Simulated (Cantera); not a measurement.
Charge: 1 mol C₂H₅OH, 28 mol H₂, 2 mol N₂, held at 2048 K and 8.40 mbar.

Method: chemical equilibrium by Gibbs-energy minimisation in Cantera with the NASA 1993 tables (ideal gas, pure condensed phases). Candidate condensed phases: C, C₆H₆, C₇H₈, C₈H₁₈, H₂O; 136 gas species. The numbers say what is thermodynamically allowed, not how fast it happens.

Base state: H₂ 0.887, N₂ 0.0560, CO 0.0291, H 0.0230, HCN 0.00395, C₂H₂ (acetylene) 0.000930, HNC 0.000245 (mole fractions); condensed: C(graphite).

### Question
What changes in the equilibrium state with this change: C₂H₅OH replaced by C₃H₈?

### Answer
| species | before | after |
|---|---|---|
| H₂ | 0.887 | 0.915 |
| N₂ | 0.0560 | 0.0560 |
| H | 0.0230 | 0.0234 |
| CO | 0.0291 | 0 |
| C₂H₂ (acetylene) | 0.000930 | 0.000960 |
| HCN | 0.00395 | 0.00401 |
| HNC | 0.000245 | 0.000248 |
| C(graphite), mol | 0.791 | 2.79 |

### Question
What changes in the equilibrium state with this change: pressure from 8.40 mbar to 2.50 mbar?

### Answer
| species | before | after |
|---|---|---|
| H₂ | 0.887 | 0.869 |
| N₂ | 0.0560 | 0.0555 |
| H | 0.0230 | 0.0417 |
| CO | 0.0291 | 0.0288 |
| C₂H₂ (acetylene) | 0.000930 | 0.000911 |
| HNC | 0.000245 | 0.000241 |
| HCN | 0.00395 | 0.00389 |
| C(graphite), mol | 0.791 | 0.793 |
